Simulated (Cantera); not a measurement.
Feed: 1 mol SiH2Cl2, 120 mol H2, equilibrated at 35.3 Torr.

Cantera equilibrium calculation (NASA polynomials, part measured and part estimated; ideal gas, pure solids and liquids). Candidate condensed phases: Si; 19 gas species. Gases not in the tables: Si2H6 and higher silanes. Kinetics and transport are ignored.

**Question.** What share of the Si ends up in condensed phases as a function of T (K), at 900, 975, 1050, 1125, 1200, 1275, 1350, 1425, 1500, 1575, 1650, 1725?

**Answer.** 
| T (K) | Si condensed (%) | as |
|---|---|---|
| 900 | 56.1 | Si(s) |
| 975 | 67.1 | Si(s) |
| 1050 | 79.6 | Si(s) |
| 1125 | 88.4 | Si(s) |
| 1200 | 91.5 | Si(s) |
| 1275 | 92.0 | Si(s) |
| 1350 | 91.8 | Si(s) |
| 1425 | 91.4 | Si(s) |
| 1500 | 91.0 | Si(s) |
| 1575 | 90.6 | Si(s) |
| 1650 | 90.1 | Si(s) |
| 1725 | 89.9 | Si(l) |
